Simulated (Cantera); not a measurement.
A Cantera script and its output.

```python
import numpy as np
import cantera as ct

surf = ct.Interface("ptcombust.yaml", "Pt_surf")
gas = surf.adjacent["gas"]
gas.TPX = 1100, 280000, {'CH4': 0.0081, 'O2': 0.13, 'N2': 0.79, 'H2O': 0.053}
surf.TP = 1100, 280000
reactor = ct.FlowReactor(gas, clone=False)
reactor.area = 0.0001  # m2
reactor.surface_area_to_volume_ratio = 130  # 1/m
reactor.mass_flow_rate = 4 * reactor.area * gas.density  # inlet velocity 4 m/s
reactor.energy_enabled = False
wall = ct.ReactorSurface(surf, reactor, clone=False)
net = ct.ReactorNet([reactor])
net.rtol, net.atol = 1e-8, 1e-16
show, cover = ['CH4', 'O2', 'H2O', 'CO2', 'CO'], ['PT(S)', 'H(S)', 'O(S)', 'OH(S)', 'CO(S)', 'C(S)']

rows = []
print(f"{'z/m':>9s}{'u/(m/s)':>9s}" + "".join(f"{s:>13s}" for s in show + cover))
for z in [0.00049, 0.0011, 0.0023, 0.0049, 0.011, 0.023, 0.049]:
    net.advance(z)
    rows.append([reactor.speed, *gas[show].X, *surf[cover].coverages])
    print(f"{z:9.4g}{rows[-1][0]:9.3g}" + "".join(f"{x:13.4e}" for x in rows[-1][1:]))
```

Output:

```
      z/m  u/(m/s)          CH4           O2          H2O          CO2           CO        PT(S)         H(S)         O(S)        OH(S)        CO(S)         C(S)
  0.00049        4   8.2422e-03   1.3248e-01   5.4048e-02   1.1893e-05   1.4072e-06   2.2825e-01   2.1342e-06   7.6639e-01   5.3255e-03   1.0822e-05   1.1804e-07
   0.0011        4   8.2249e-03   1.3245e-01   5.4081e-02   2.7152e-05   2.6774e-06   2.2827e-01   2.1352e-06   7.6637e-01   5.3273e-03   1.1128e-05   1.1782e-07
   0.0023        4   8.1906e-03   1.3238e-01   5.4147e-02   5.8094e-05   4.1664e-06   2.2830e-01   2.1370e-06   7.6633e-01   5.3307e-03   1.1471e-05   1.1737e-07
   0.0049        4   8.1157e-03   1.3224e-01   5.4290e-02   1.2683e-04   5.2949e-06   2.2835e-01   2.1406e-06   7.6627e-01   5.3381e-03   1.1673e-05   1.1637e-07
    0.011        4   7.9397e-03   1.3191e-01   5.4624e-02   2.8827e-04   5.5661e-06   2.2846e-01   2.1488e-06   7.6615e-01   5.3552e-03   1.1533e-05   1.1399e-07
    0.023        4   7.5971e-03   1.3127e-01   5.5267e-02   5.9770e-04   5.5726e-06   2.2866e-01   2.1643e-06   7.6592e-01   5.3879e-03   1.1123e-05   1.0932e-07
    0.049        4   6.8539e-03   1.2992e-01   5.6625e-02   1.2347e-03   6.6724e-06   2.2909e-01   2.1972e-06   7.6542e-01   5.4564e-03   1.0509e-05   9.9115e-08
```

Model: Deutschmann's 1995 Pt surface mechanism with GRI-Mech 3.0 gas chemistry, integrated in Cantera. Catalytic surfaces can have several steady states; this one follows from the mechanism file's or the stated starting coverage. Mass transfer to the wall is taken as infinitely fast.
